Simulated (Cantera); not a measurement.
Input: 1 mol MgO, 0.87 mol H₂S, 4.1 mol H₂O, equilibrated at 14.0 bar.

Equilibrium computed with Cantera from the NASA thermochemical tables; the gas is ideal and each condensed phase is pure. Candidate condensed phases: H₂O, H₂SO₄, Mg, MgO, Mg(OH)₂, MgS, MgSO₄, S; 26 gas species. Gases not in the tables: S₃ to S₇. Rates play no part. All values below are at 925 °C.

Base state: H₂O 0.810, H₂S 0.157, H₂ 0.0233, S₂ 0.00632, SO₂ 0.00340, S₂O 0.000137, SH 4.38e-5 (mole fractions); condensed: MgO(s).

Problem. What changes in the equilibrium state with this change: H₂O from 4.1 to 9.8 mol?

Solution. 
| species | before | after |
|---|---|---|
| H₂O | 0.810 | 0.904 |
| H₂S | 0.157 | 0.0719 |
| H₂ | 0.0233 | 0.0178 |
| S₂ | 0.00632 | 0.00227 |
| SH | 4.38e-5 | 2.29e-5 |
| S₂O | 0.000137 | 7.16e-5 |
| SO₂ | 0.00340 | 0.00434 |
| MgO(s), mol | 1.00 | 1.00 |

Problem. What changes in the equilibrium state with this change: pressure from 14.0 bar to 0.100 bar?

Solution. 
```tsv
species	before	after
H₂O	0.810	0.781
H₂S	0.157	0.101
H₂	0.0233	0.0812
S₂	0.00632	0.0302
SO	6.28e-6	4.49e-5
SH	4.38e-5	0.000178
SO₂	0.00340	0.00672
S₂O	0.000137	0.000180
MgO(s), mol	1.00	1.00
```
